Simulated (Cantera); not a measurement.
An isothermal, constant-pressure homogeneous reactor starts with 80.0 % NH₃, 20.0 % H₂, at 1823 K and 0.0380 bar.

Model: the gas-phase N/H chemistry of the illustrative SiF4/NH3 mechanism in the Surface Chemkin manual (1991), integrated in Cantera. Walls and surfaces, which speed up NH3 decomposition in real reactors, are not modelled.

x: mole fraction; the columns are a selection and need not sum to one.

```
t (s)     x NH₃   x H₂       x N    x N₂H₄      x N₂    x N₂H₂        x NH
--------  -----  -----  --------  --------  --------  --------  ----------
1.00e-5   0.800  0.200    <1e-12    <1e-12    <1e-12    <1e-12    1.93e-12
4.39e-5   0.800  0.200    <1e-12    <1e-12    <1e-12  1.45e-11    8.40e-11
0.000192  0.800  0.200  2.15e-12  1.45e-11  2.12e-10  8.55e-10  (withheld)
0.000843  0.800  0.200  3.11e-10  2.98e-10   8.11e-8   2.87e-8  (withheld)
0.00370   0.800  0.200   2.26e-8   5.43e-9   1.29e-5   7.40e-7  (withheld)
0.0162    0.797  0.202   1.74e-7   2.44e-8  0.000672   4.22e-6     4.96e-6
0.0711    0.782  0.212   1.82e-7   2.42e-8   0.00468   4.17e-6     5.05e-6
0.312     0.723  0.255   1.97e-7   2.17e-8    0.0211   3.66e-6     5.06e-6
1.37      0.528  0.396   2.33e-7   1.42e-8    0.0754   2.26e-6     4.85e-6
6.00      0.184  0.645   2.61e-7   3.38e-9     0.171   5.37e-7  (withheld)
```

### Question
Fill in the missing entries.

### Answer

- 0.000192, x NH: 2.95e-9
- 0.000843, x NH: 6.87e-8
- 0.00370, x NH: 1.21e-6
- 6.00, x NH: 3.54e-6
